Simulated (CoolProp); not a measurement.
Vapour-liquid equilibrium of carbon monoxide (1) + methane (2) at 100.4 K; x and y are mole fractions of (1).

Computed with CoolProp (multi-fluid Helmholtz-energy mixture model, Lemmon 2006 and Setzmann 1991; pair parameters Kunz 2012).

```tsv
x	bubble pressure (MPa)	y at the bubble point	dew pressure at overall composition x (MPa)	liquid density (mol/L)
0.05	0.06670	0.482	0.03764	27.28
0.2	0.1642	0.816	0.04435	27.14
0.35	0.2572	0.899	0.05396	26.93
0.5	0.3369	0.935	0.06887	26.66
0.65	0.4038	0.956	0.09514	26.31
0.8	0.4655	0.974	0.1538	25.86
0.95	0.5339	0.992	0.3819	25.31
```

No azeotrope shows between x = 0.05 and 0.95.

The pair parameters rest on a limited set of measurements; away from them the model extrapolates.
